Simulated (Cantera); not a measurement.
Charge: 1 mol Si, 0.26 mol H2O, 3.6 mol H2, at 0.0840 bar.

These are equilibrium values from Cantera (NASA tables, ideal gas, pure condensed phases), not measurements of a reactor. Candidate condensed phases: H2O, Si, SiO2; 18 gas species. Mutual solubility and eutectic melting of coexisting phases are not modelled. The tables hold silica as quartz up to 1696 K and as liquid above; real silica turns to tridymite and cristobalite and melts near 1996 K. Gases not in the tables: Si2H6 and higher silanes. Rates play no part.

**Question.** Which condensed phases are stable at each of these points (T (K)): 1598, 1673, 1748, 1823, 1898, 1973, 2048, 2123, 2198?

**Answer.** 
| T (K) | condensed phases | Si condensed (%) |
|---|---|---|
| 1598 | Si(s) + SiO2(β-quartz) | 86.9 |
| 1673 | Si(s) | 74.0 |
| 1748 | Si(l) | 74.0 |
| 1823 | Si(l) | 74.0 |
| 1898 | Si(l) | 73.9 |
| 1973 | Si(l) | 73.8 |
| 2048 | Si(l) | 73.5 |
| 2123 | Si(l) | 72.9 |
| 2198 | Si(l) | 71.8 |

At 1598 K the condensed part is Si(s) + SiO2(β-quartz). At 1673 K the condensed part is Si(s). From 1748 K to 2198 K the condensed part is Si(l).
